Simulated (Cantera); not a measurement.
Feed: 1 mol PbO, 4.5 mol C, 0.92 mol H2, at 1623.15 K and 28.0 Pa.

Equilibrium computed with Cantera from the NASA thermochemical tables; the gas is ideal and each condensed phase is pure. Candidate condensed phases: C, C6H6, C7H8, C8H18, H2O, Pb, PbO, PbO2, Pb3O4; 113 gas species. Kinetics and transport are ignored.

Problem. What is the equilibrium state?

Solution. 
- x(CO) = 0.342
- x(Pb) = 0.342
- x(H2) = 0.314
- x(H) = 0.00232
- x(C2H2 (acetylene)) = 1.09e-5
- n(C(graphite)) = 3.50 mol
- gas amount = 2.923 mol
- log10 activity of Pb(l) (absent) = -2.88
